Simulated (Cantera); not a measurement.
Input: 1 mol SiCl4, 2.6 mol HCl, 0.99 mol H2, at 1025 °C and 13300 Pa.

Method: chemical equilibrium by Gibbs-energy minimisation in Cantera with the NASA 1993 tables (ideal gas, pure condensed phases). Candidate condensed phases: Si; 19 gas species. The tables' values for SiCl3 are old estimates; treat these amounts as uncertain. Kinetics and transport are ignored.

Base state: HCl 0.576, H2 0.207, SiCl4 0.206, SiCl3 0.00660, SiHCl3 0.00333, SiCl2 0.00126 (mole fractions); condensed: gas only.

**Question.** What changes in the equilibrium state with this change: temperature from 1025 °C to 1100 °C?

**Answer.** 
| species | before | after |
|---|---|---|
| HCl | 0.576 | 0.588 |
| H2 | 0.207 | 0.197 |
| SiCl4 | 0.206 | 0.192 |
| SiCl3 | 0.00660 | 0.0141 |
| SiCl2 | 0.00126 | 0.00479 |
| Cl | 3.15e-6 | 1.00e-5 |

**Question.** What changes in the equilibrium state with this change: pressure from 13300 Pa to 100000 Pa?

**Answer.** 
```tsv
species	before	after
HCl	0.576	0.572
SiCl4	0.206	0.211
H2	0.207	0.210
SiCl3	0.00660	0.00252
SiCl2	0.00126	0.000179
SiHCl3	0.00333	0.00351
```
